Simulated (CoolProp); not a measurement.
Vapour-liquid equilibrium of C2F6 (R116) (1) + R143a (2) at 241.1 K; x and y are mole fractions of (1).

The numbers come from the multi-fluid Helmholtz-energy mixture model, Lemmon 2006 and Lemmon and Jacobsen 2000; pair parameters Bell 2016 in CoolProp.

Task: Give the bubble pressure and the first vapour's composition at x = 0.05, 0.5, 0.65. Is there an azeotrope?

Result: x = 0.05: 0.2696 MPa, y = 0.283; x = 0.5: 0.5963 MPa, y = 0.759; x = 0.65: 0.6430 MPa, y = 0.809. No azeotrope shows between x = 0.05 and 0.95.

Pair parameters are fitted to limited data, so mixtures are less certain than the pure fluids.
